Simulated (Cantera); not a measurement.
Feed: 1 mol CO2, 0.35 mol SO2, 2.2 mol H2, equilibrated at 1250 K and 35.0 Pa.

Method: chemical equilibrium by Gibbs-energy minimisation in Cantera with the NASA 1993 tables (ideal gas, pure condensed phases). Candidate condensed phases: C, C6H6, C7H8, C8H18, H2O, H2SO4, S; 123 gas species. Gases not in the tables: S3 to S7. Rates play no part.

Base state: H2O 0.362, H2 0.277, CO 0.162, CO2 0.136, S2 0.0412, H2S 0.0163, SO2 0.00435, SH 0.000526 (mole fractions); condensed: gas only.

Question: What changes in the equilibrium state with this change: H2 from 2.2 to 0.4 mol?

Answer: 
```json
[
 {"species": "CO2", "before": "0.136", "after": "0.496"},
 {"species": "H2O", "before": "0.362", "after": "0.209"},
 {"species": "SO2", "before": "0.00435", "after": "0.147"},
 {"species": "H2", "before": "0.277", "after": "0.0249"},
 {"species": "H2S", "before": "0.0163", "after": "0.00121"},
 {"species": "CO", "before": "0.162", "after": "0.0925"},
 {"species": "S2", "before": "0.0412", "after": "0.0279"},
 {"species": "SO", "before": "0.000267", "after": "0.00140"},
 {"species": "S2O", "before": "4.38e-5", "after": "0.000190"}
]
```

Question: What changes in the equilibrium state with this change: temperature from 1250 K to 1398.15 K?

Answer: 
```tsv
species	before	after
H2O	0.362	0.358
H2	0.277	0.283
CO	0.162	0.186
CO2	0.136	0.109
SO2	0.00435	0.0161
H2S	0.0163	0.00642
S2	0.0412	0.0387
H	1.36e-5	0.000135
S	1.36e-5	0.000120
```

Question: What changes in the equilibrium state with this change: pressure from 35.0 Pa to 9.60 bar?

Answer: 
| species | before | after |
|---|---|---|
| H2O | 0.362 | 0.368 |
| H2 | 0.277 | 0.212 |
| CO2 | 0.136 | 0.163 |
| H2S | 0.0163 | 0.107 |
| S2 | 0.0412 | 0.000109 |
| CO | 0.162 | 0.147 |
| CH4 | <1e-9 | 5.83e-5 |
| S | 1.36e-5 | 4.24e-9 |
| SO | 0.000267 | 1.10e-7 |
| SO2 | 0.00435 | 2.38e-6 |
| S2O | 4.38e-5 | 1.54e-7 |
